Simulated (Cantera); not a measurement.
Input: 1 mol C2H4, 0.045 mol H2O, 7.1 mol H2, 1.9 mol NH3, at 0.620 bar.

Points: T (K) = 2098, 2198, 2298, 2398, 2498, 2598, 2698, 2798, 2898, 2998.

Cantera's Mixture.equilibrate('TP', solver="vcs", rtol=1e-11, max_steps=5000) on the NASA tables stopped like this:

```
ERROR: FAILURE its = 5001!

*******************************************************************************
CanteraError thrown by MultiPhase::equilibrate:
VCS solver failed. Return code: -1
*******************************************************************************
```

Problem. What got this run through?

Solution. Several could match; the one computed here: The failure is numerical, not chemical. The same input converged with solver="gibbs", rtol=1e-10, max_steps=50000, and the result passed a check of the equilibrium conditions:
```
log10 of partial pressures in bar; condensed amounts in mol
       T/K        H2         H        N2 C2H2,acet       HCN       HNC        CO       C2H      C4H2     C(gr)
      2098    -0.246    -2.635    -1.362    -3.091    -2.476    -3.647    -2.669    -7.070    -6.330     1.843
      2198    -0.248    -2.378    -1.370    -2.844    -2.333    -3.436    -2.669    -6.437    -5.831     1.787
      2298    -0.252    -2.145    -1.380    -2.621    -2.205    -3.246    -2.670    -5.861    -5.377     1.708
      2398    -0.257    -1.931    -1.393    -2.418    -2.091    -3.075    -2.672    -5.334    -4.964     1.601
      2498    -0.265    -1.736    -1.410    -2.235    -1.989    -2.922    -2.674    -4.851    -4.588     1.458
      2598    -0.276    -1.557    -1.430    -2.069    -1.900    -2.785    -2.678    -4.408    -4.245     1.274
      2698    -0.290    -1.394    -1.453    -1.921    -1.823    -2.663    -2.682    -4.000    -3.933     1.042
      2798    -0.309    -1.245    -1.481    -1.789    -1.757    -2.555    -2.689    -3.625    -3.649    0.7539
      2898    -0.334    -1.109    -1.514    -1.673    -1.702    -2.463    -2.697    -3.279    -3.393    0.4025
      2998    -0.365    -0.987    -1.549    -1.580    -1.661    -2.386    -2.707    -2.968    -3.175         0
```

The gas is ideal and each condensed phase is pure.
